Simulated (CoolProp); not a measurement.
Vapour-liquid equilibrium of CH2F2 (R32) (1) + R1234yf (2) at 238.8 K; x and y are mole fractions of (1).

The numbers come from the multi-fluid Helmholtz-energy mixture model, Tillner-Roth 1997 and Lemmon 2022; pair parameters Bell 2023 in CoolProp.

```csv
x,bubble pressure (MPa),y at the bubble point,dew pressure at overall composition x (MPa),liquid density (mol/L)
0.05,0.09491,0.180,…,11.47
0.2,0.1320,0.490,0.09666,12.38
0.35,0.1616,0.645,0.1124,13.47
0.5,0.1839,0.739,0.1336,14.80
0.65,0.2008,0.810,0.1627,16.46
0.8,0.2143,…,0.1985,…
0.95,0.2250,0.963,0.2238,21.28
```

### Question
Fill in the missing entries.

### Answer

- 0.05, dew pressure at overall composition x (MPa): 0.08468
- 0.8, y at the bubble point: 0.878
- 0.8, liquid density (mol/L): 18.56

No azeotrope shows between x = 0.05 and 0.95.

The pair parameters rest on a limited set of measurements; away from them the model extrapolates.
